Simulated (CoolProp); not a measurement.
A Linde-Hampson liquefier for oxygen: isothermal reversible compression at 300 K from 1 atm to 30 MPa, throttling to 1 atm, return gas leaving the recuperator 0 K below the feed. Each further row changes one setting.

The numbers come from the reference Helmholtz-energy equation of state, Schmidt 1985 in CoolProp.

```
case                        liquid yield per pass  compression work (kJ/kg of gas)
--------------------------  ---------------------  -------------------------------
as stated                                       ?                              435
high pressure 60 MPa                            ?                                ?
warm-end temperature 330 K                      ?                                ?
warm-end gap 5 K                                ?                              435
```

Task: Fill in the missing entries.

Result: 
- as stated, liquid yield per pass: 0.137
- high pressure 60 MPa, liquid yield per pass: 0.165
- high pressure 60 MPa, compression work (kJ/kg of gas): 494
- warm-end temperature 330 K, liquid yield per pass: 0.105
- warm-end temperature 330 K, compression work (kJ/kg of gas): 484
- warm-end gap 5 K, liquid yield per pass: 0.127

Above 300 K oxygen's equation is extrapolated.
